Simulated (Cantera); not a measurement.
Cantera run, input and output.

```python
import numpy as np
import cantera as ct

gas = ct.Solution("gri30.yaml", transport_model="multicomponent")
show = ['CH3', 'CO2', 'N2']

rows = []
print(f"{'T/K':>7s}{'rho':>11s}{'cp':>10s}{'mu':>11s}{'lambda':>11s}{'Pr':>7s}" + "".join(f"{'D_' + s:>11s}" for s in show))
for T in [400, 650, 900, 1150, 1400, 1650, 1900]:
    gas.TPX = T, 180, {'CO': 0.077}
    Pr = gas.cp_mass * gas.viscosity / gas.thermal_conductivity
    D = [gas.mix_diff_coeffs_mole[gas.species_index(s)] for s in show]
    rows.append([gas.density, gas.cp_mass, gas.viscosity, gas.thermal_conductivity, Pr, *D])
    print(f"{T:7g}{gas.density:11.4e}{gas.cp_mass:10.1f}{gas.viscosity:11.4e}"
          f"{gas.thermal_conductivity:11.4e}{Pr:7.3f}" + "".join(f"{d:11.4e}" for d in D))
print("SI units: kg/m3, J/kg/K, Pa s, W/m/K, m2/s")
```

Output:

```
    T/K        rho        cp         mu     lambda     Pr      D_CH3      D_CO2       D_N2
    400 1.5160e-03    1048.7 2.1957e-05 3.1878e-02  0.722 2.0919e-02 1.4868e-02 1.9227e-02
    650 9.3291e-04    1098.3 3.0695e-05 4.6971e-02  0.718 4.8268e-02 3.4866e-02 4.3964e-02
    900 6.7377e-04    1164.1 3.8082e-05 6.1896e-02  0.716 8.3594e-02 6.0786e-02 7.5878e-02
   1150 5.2729e-04    1211.2 4.4693e-05 7.5693e-02  0.715 1.2598e-01 9.1903e-02 1.1416e-01
   1400 4.3314e-04    1246.1 5.0779e-05 8.8579e-02  0.714 1.7482e-01 1.2776e-01 1.5829e-01
   1650 3.6751e-04    1270.9 5.6478e-05 1.0057e-01  0.714 2.2969e-01 1.6803e-01 2.0787e-01
   1900 3.1915e-04    1288.5 6.1871e-05 1.1180e-01  0.713 2.9027e-01 2.1248e-01 2.6262e-01
SI units: kg/m3, J/kg/K, Pa s, W/m/K, m2/s
```

Computed with Cantera and GRI-Mech 3.0 (53 species, 325 reactions).
